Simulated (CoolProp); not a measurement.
Vapour-liquid equilibrium of toluene (1) + ethylbenzene (2) at 38.55 °C; x and y are mole fractions of (1).

Values from CoolProp's multi-fluid Helmholtz-energy mixture model, Lemmon 2006 and Zhou 2012; pair parameters Bell 2016.

| x | bubble pressure (MPa) | y at the bubble point | dew pressure at overall composition x (MPa) | liquid density (mol/L) |
|---|---|---|---|---|
| 0.05 | 0.002915 | 0.130 | 0.002759 | 8.066 |
| 0.15 | 0.003380 | 0.326 | 0.002958 | 8.175 |
| 0.25 | 0.003823 | 0.472 | 0.003185 | 8.288 |
| 0.35 | 0.004262 | … | 0.003447 | 8.403 |
| 0.45 | … | 0.683 | 0.003751 | 8.522 |
| 0.55 | 0.005161 | 0.765 | 0.004110 | 8.643 |
| 0.65 | 0.005632 | 0.834 | 0.004541 | 8.767 |
| 0.75 | … | 0.893 | 0.005072 | … |
| 0.85 | 0.006622 | 0.942 | 0.005757 | 9.022 |
| 0.95 | 0.007129 | 0.983 | 0.006712 | 9.153 |

Question: Fill in the missing entries.

Answer: 
- 0.35, y at the bubble point: 0.587
- 0.45, bubble pressure (MPa): 0.004705
- 0.75, bubble pressure (MPa): 0.006121
- 0.75, liquid density (mol/L): 8.893

No azeotrope shows between x = 0.05 and 0.95.

Pair parameters are fitted to limited data, so mixtures are less certain than the pure fluids.
